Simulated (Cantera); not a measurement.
Cantera run, input and output.

```python
import numpy as np
import cantera as ct

gas = ct.Solution("gri30.yaml")
gas.TPX = 525, 13332, {'CH4': 1, 'O2': 1.54, 'N2': 5.78}
flame = ct.FreeFlame(gas, width=0.16)
flame.set_refine_criteria(ratio=3, slope=0.08, curve=0.16)
flame.transport_model = "mixture-averaged"
flame.solve(loglevel=0, auto=True)
z, T = flame.grid, flame.T
thick = (T[-1] - T[0]) / np.gradient(T, z).max()
show = ['CH4', 'O2', 'C2H', 'HCO', 'CO', 'N2O']
print(f"laminar burning velocity  {flame.velocity[0] * 100:.3f} cm/s")
print(f"burnt temperature         {T[-1]:.1f} K")
print(f"thermal thickness         {thick * 1e3:.4f} mm")
print(f"grid points               {len(z)}")
z0 = z[flame.heat_release_rate.argmax()]
print(f"{'z/mm':>9s}{'T/K':>9s}{'u/(m/s)':>9s}" + "".join(f"{s:>11s}" for s in show))
rows = []
for k in (-3, -2, -1.5, -1, -0.5, -0.25, 0, 0.25, 0.5, 1, 2, 4, 8):
    zz = z0 + k * thick
    rows.append([k * thick, np.interp(zz, z, T), np.interp(zz, z, flame.velocity),
                 *(np.interp(zz, z, flame.X[gas.species_index(s)]) for s in show)])
    print(f"{rows[-1][0] * 1e3:9.3f}{rows[-1][1]:9.1f}{rows[-1][2]:9.3f}" + "".join(f"{x:11.3e}" for x in rows[-1][3:]))
```

Result:

```
laminar burning velocity  118.438 cm/s
burnt temperature         2179.3 K
thermal thickness         2.2452 mm
grid points               158
     z/mm      T/K  u/(m/s)        CH4         O2        C2H        HCO         CO        N2O
   -6.736    525.1    1.186  1.200e-01  1.848e-01  4.417e-25  3.992e-17  1.555e-06  1.325e-14
   -4.490    526.7    1.194  1.194e-01  1.840e-01  2.939e-21  1.526e-13  3.073e-05  4.189e-13
   -3.368    535.3    1.220  1.181e-01  1.827e-01  8.595e-19  2.332e-11  2.117e-04  4.127e-12
   -2.245    611.6    1.410  1.115e-01  1.764e-01  2.080e-15  5.075e-09  2.341e-03  8.017e-11
   -1.123   1036.6    2.449  7.779e-02  1.406e-01  1.189e-10  1.925e-06  2.041e-02  1.144e-09
   -0.561   1433.8    3.443  4.245e-02  9.719e-02  3.137e-08  3.049e-05  4.437e-02  3.034e-09
    0.000   1787.9    4.347  1.208e-02  4.999e-02  8.299e-07  8.268e-05  6.939e-02  5.545e-09
    0.561   1960.6    4.784  1.590e-03  2.093e-02  1.474e-06  4.362e-05  7.797e-02  6.385e-09
    1.123   2006.8    4.891  1.284e-04  9.159e-03  4.118e-07  7.072e-06  7.447e-02  6.164e-09
    2.245   2023.8    4.914  6.234e-07  3.723e-03  7.331e-09  8.677e-08  6.665e-02  5.083e-09
    4.490   2033.4    4.925  1.321e-10  2.812e-03  6.357e-12  2.896e-08  6.239e-02  4.318e-09
    8.981   2044.7    4.947  9.290e-15  2.558e-03  9.225e-16  2.721e-08  6.173e-02  4.205e-09
   17.962   2062.5    4.984  6.792e-16  2.232e-03  2.277e-19  2.477e-08  6.179e-02  4.250e-09
```

Cantera simulation using GRI-Mech 3.0 (53 species, 325 reactions); the numbers are that mechanism's predictions, not measurements. Burning velocities carry a grid error of a few per cent, more on coarse grids.
